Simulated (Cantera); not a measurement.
A closed system holds: 1 mol SiH2Cl2, 1 mol CH4, a varied amount of H2, held at 1800 °C and 0.0100 bar.

Cantera equilibrium calculation (NASA polynomials, part measured and part estimated; ideal gas, pure solids and liquids). Candidate condensed phases: C, C6H6, C7H8, C8H18, Si, SiC; 109 gas species. Gases not in the tables: Si2H6 and higher silanes. Kinetics and transport are ignored.

Question: Which condensed phases are stable at each of these points (n(H2) (mol)): 200, 390, 580, 770, 960, 1200, 1300?

Answer: 
```
n(H2) (mol)  condensed phases  Si condensed (%)
-----------  ----------------  ----------------
200                    SiC(s)              74.3
390                    SiC(s)              50.9
580                    SiC(s)              27.5
770                    SiC(s)               4.0
960                  gas only               0.0
1200                 gas only               0.0
1300                 gas only               0.0
```

From 200 mol H2 to 770 mol H2 the condensed part is SiC(s). From 960 mol H2 to 1300 mol H2 nothing is condensed.
